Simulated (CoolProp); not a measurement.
Aqueous magnesium chloride as a coolant, 11 % by mass, freezing at -9.8 °C, 1 atm.

Values from CoolProp's Melinder's fits for secondary coolants.

| T (°C) | density (kg/m³) | cp (kJ/(kg K)) | viscosity (mPa s) | Prandtl number |
|---|---|---|---|---|
| -2.7 | 1099 | 3.510 | 3.27 | 21.5 |
| 5.5 | 1097 | 3.527 | 2.46 | 15.8 |
| 13.7 | 1094 | 3.542 | 1.91 | 12.0 |
| 22 | 1092 | 3.557 | 1.50 | 9.25 |
| 30.2 | 1088 | 3.571 | 1.19 | 7.20 |
| 38.5 | 1085 | 3.585 | 0.937 | 5.56 |
